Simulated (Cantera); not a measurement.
Cantera run, input and output.

```python
import numpy as np
import cantera as ct

surf = ct.Interface("diamond.yaml", "diamond_100")
gas, bulk = surf.adjacent["gas"], surf.adjacent["diamond"]
k = surf.kinetics_species_index(bulk.species_names[0])
cover = ["c6HH", "c6H*", "c6*H", "c6**", "c6HM", "c6B"]

rows, drift = [], 0.0
print(f"{'P':>10s}{'um/h':>11s}" + "".join(f"{s:>11s}" for s in cover))
for v in [530, 900, 1500, 2700, 4600, 7800, 13000, 23000]:
    T, P, xH, xCH3 = 1350, v, 0.03, 0.00034
    gas.TPX = T, P, {"H": xH, "CH3": xCH3, "CH4": 0.012, "H2": 1 - xH - xCH3 - 0.012}
    surf.TP = bulk.TP = T, P
    surf.coverages = "c6H*:0.1, c6HH:0.9"
    surf.advance_coverages(100.0)
    before = surf.coverages
    surf.advance_coverages(100.0)
    drift = max(drift, np.max(np.abs(surf.coverages - before) / (surf.coverages + 1e-9)))
    rate = surf.net_production_rates[k] * bulk.mean_molecular_weight / bulk.density * 3.6e9
    rows.append([rate, *surf[cover].coverages])
    print(f"{v:10.4g}{rate:11.4e}" + "".join(f"{x:11.3e}" for x in rows[-1][1:]))
```

Output:

```
         P       um/h       c6HH       c6H*       c6*H       c6**       c6HM        c6B
       530 3.5977e-01  3.500e-01  5.467e-02  5.388e-01  5.620e-02  3.396e-05  9.763e-10
       900 6.9506e-01  3.500e-01  5.469e-02  5.388e-01  5.619e-02  5.814e-05  1.886e-09
      1500 1.3320e+00  3.500e-01  5.472e-02  5.387e-01  5.619e-02  9.614e-05  3.615e-09
      2700 2.9203e+00  3.500e-01  5.478e-02  5.385e-01  5.621e-02  1.676e-04  7.924e-09
      4600 6.1884e+00  3.499e-01  5.489e-02  5.382e-01  5.623e-02  2.698e-04  1.679e-08
      7800 1.3403e+01  3.498e-01  5.506e-02  5.379e-01  5.628e-02  4.169e-04  3.637e-08
   1.3e+04 2.8536e+01  3.497e-01  5.535e-02  5.373e-01  5.636e-02  6.061e-04  7.743e-08
   2.3e+04 6.5200e+01  3.495e-01  5.591e-02  5.363e-01  5.653e-02  8.607e-04  1.769e-07
```

Detailed kinetics in Cantera: the Harris–Goodwin 1993 mechanism for the reconstructed diamond (100) surface.
